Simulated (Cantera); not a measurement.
Feed: 1 mol Fe(CO)5, a varied amount of H2, at 1525 K and 870000 Pa.

Points: n(H2) (mol) = 0.29, 0.47, 0.77, 1.3, 2.1, 3.4, 5.6, 9.2, 15, 25, 41, 67.

Cantera's Mixture.equilibrate('TP', solver="vcs", rtol=1e-11, max_steps=5000) on the NASA tables stopped like this:

```
T = 1525 K  P = 870000 Pa  n(H2) = 0.29 mol  gas = 5.265 mol
   x: CO 9.409e-01  H2 5.433e-02  CO2 4.114e-03  H2O 6.396e-04
   condensed (mol): C(gr) 0.02471  Fe(c) 1
T = 1525 K  P = 870000 Pa  n(H2) = 0.47 mol  gas = 5.443 mol
   x: CO 9.099e-01  H2 8.509e-02  CO2 3.848e-03  H2O 9.689e-04  CH4 1.437e-04
   condensed (mol): C(gr) 0.02543  Fe(c) 1
T = 1525 K  P = 870000 Pa  n(H2) = 0.77 mol  gas = 5.74 mol
   x: CO 8.627e-01  H2 1.320e-01  CO2 3.460e-03  H2O 1.425e-03  CH4 3.459e-04
   condensed (mol): C(gr) 0.02603  Fe(c) 1
ERROR: FAILURE its = 5001!

*******************************************************************************
CanteraError thrown by MultiPhase::equilibrate:
VCS solver failed. Return code: -1
*******************************************************************************
```

### Question
What got this run through?

### Answer
Several could match; the one computed here: The failure is numerical, not chemical. The same input converged with solver="gibbs", rtol=1e-10, max_steps=50000, and the result passed a check of the equilibrium conditions:
```
T = 1525 K  P = 870000 Pa  n(H2) = 0.29 mol  gas = 5.265 mol
   x: CO 9.409e-01  H2 5.433e-02  CO2 4.114e-03  H2O 6.396e-04
   condensed (mol): C(gr) 0.02471  Fe(c) 1
T = 1525 K  P = 870000 Pa  n(H2) = 0.47 mol  gas = 5.443 mol
   x: CO 9.099e-01  H2 8.509e-02  CO2 3.848e-03  H2O 9.689e-04  CH4 1.437e-04
   condensed (mol): C(gr) 0.02543  Fe(c) 1
T = 1525 K  P = 870000 Pa  n(H2) = 0.77 mol  gas = 5.74 mol
   x: CO 8.627e-01  H2 1.320e-01  CO2 3.460e-03  H2O 1.425e-03  CH4 3.459e-04
   condensed (mol): C(gr) 0.02603  Fe(c) 1
T = 1525 K  P = 870000 Pa  n(H2) = 1.3 mol  gas = 6.264 mol
   x: CO 7.904e-01  H2 2.039e-01  CO2 2.904e-03  H2O 2.016e-03  CH4 8.248e-04
   condensed (mol): C(gr) 0.02561  Fe(c) 1
T = 1525 K  P = 870000 Pa  n(H2) = 2.1 mol  gas = 7.054 mol
   x: CO 7.017e-01  H2 2.918e-01  H2O 2.562e-03  CO2 2.289e-03  CH4 1.689e-03
   condensed (mol): C(gr) 0.02221  Fe(c) 1
T = 1525 K  P = 870000 Pa  n(H2) = 3.4 mol  gas = 8.335 mol
   x: CO 5.936e-01  H2 3.986e-01  CH4 3.154e-03  H2O 2.961e-03  CO2 1.638e-03
   condensed (mol): C(gr) 0.01189  Fe(c) 1
T = 1525 K  P = 870000 Pa  n(H2) = 5.6 mol  gas = 10.5 mol
   x: H2 5.204e-01  CO 4.702e-01  CH4 4.678e-03  H2O 3.518e-03  CO2 1.181e-03
   condensed (mol): Fe(c) 1
T = 1525 K  P = 870000 Pa  n(H2) = 9.2 mol  gas = 14.05 mol
   x: H2 6.398e-01  CO 3.497e-01  CH4 5.223e-03  H2O 4.355e-03  CO2 8.841e-04
   condensed (mol): Fe(c) 1
T = 1525 K  P = 870000 Pa  n(H2) = 15 mol  gas = 19.79 mol
   x: H2 7.426e-01  CO 2.468e-01  CH4 5.304e-03  H2O 4.732e-03  CO2 5.840e-04
   condensed (mol): Fe(c) 1
T = 1525 K  P = 870000 Pa  n(H2) = 25 mol  gas = 29.71 mol
   x: H2 8.271e-01  CO 1.630e-01  CH4 4.954e-03  H2O 4.623e-03  CO2 3.385e-04
   condensed (mol): Fe(c) 1
T = 1525 K  P = 870000 Pa  n(H2) = 41 mol  gas = 45.6 mol
   x: H2 8.862e-01  CO 1.051e-01  CH4 4.352e-03  H2O 4.174e-03  CO2 1.839e-04
   condensed (mol): Fe(c) 1
T = 1525 K  P = 870000 Pa  n(H2) = 67 mol  gas = 71.48 mol
   x: H2 9.265e-01  CO 6.619e-02  CH4 3.662e-03  H2O 3.570e-03
   condensed (mol): Fe(c) 1
```

The gas is ideal and each condensed phase is pure. Iron dissolves carbon and melts from about 1420 K in contact with it, which pure phases cannot show. Condensed phases not in the tables: cementite and carbon dissolved in iron.
